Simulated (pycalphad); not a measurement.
All values are pycalphad results on the COST 507 light-alloy database (1999) (1 atm), not direct measurements. The database dates from 1999; later assessments differ in places, in temperatures and in the compounds included. Phase fractions are per mole of atoms.

### Question
Give the equilibrium state of Hf-1.723C (wt.%) at 1500 K.

### Answer
hcp, fraction 0.500, with 0.35 C wt.%; fcc, fraction 0.500, with 3.7 C wt.%.

### Question
Give the equilibrium state of Hf-1.723C (wt.%) at 3225 K.

### Answer
liquid, fraction 0.623, with 0.84 C wt.%; fcc, fraction 0.377, with 3.7 C wt.%.

The fcc model also describes the rock-salt carbide or nitride (TiC, TiN, HfC).
